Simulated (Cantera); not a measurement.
A perfectly stirred reactor is fed with CH4 : N2 = 1 : 23 (molar parts), at 10.00 Torr; it is held at 1925 K, and followed from long to short residence time.

Detailed kinetics in Cantera: GRI-Mech 3.0 (53 species, 325 reactions). GRI-Mech 3.0 stops at C3 and has no aromatics, soot or wall deposition, so with more carbon than oxygen in the feed, carbon stays in small species such as C2H2 where larger ones or solid carbon would form. Radical loss at walls, strong at low pressure, is not modelled.

Task: What does this change do: pressure from 10.00 Torr to 1.01 bar?

Result: 
| quantity | before | after |
|---|---|---|
| x(CH4) at τ = 3.10 s | 0.00120 | 0.000381 |
| x(H2) at τ = 3.10 s | 0.0577 | 0.0593 |
| x(CH2) at τ = 3.10 s | 2.65e-6 | 1.39e-7 |
| x(CH3) at τ = 3.10 s | 0.000234 | 2.93e-5 |
| x(C2H4) at τ = 3.10 s | 1.04e-5 | 1.25e-5 |
| x(CH4) at τ = 51.0 ms | 0.0185 | 0.00311 |
| x(H2) at τ = 51.0 ms | 0.0312 | 0.0552 |
| x(CH2) at τ = 51.0 ms | 5.79e-6 | 9.41e-7 |
| x(CH3) at τ = 51.0 ms | 0.00155 | 0.000223 |
| x(C2H4) at τ = 51.0 ms | 0.000705 | 3.62e-5 |
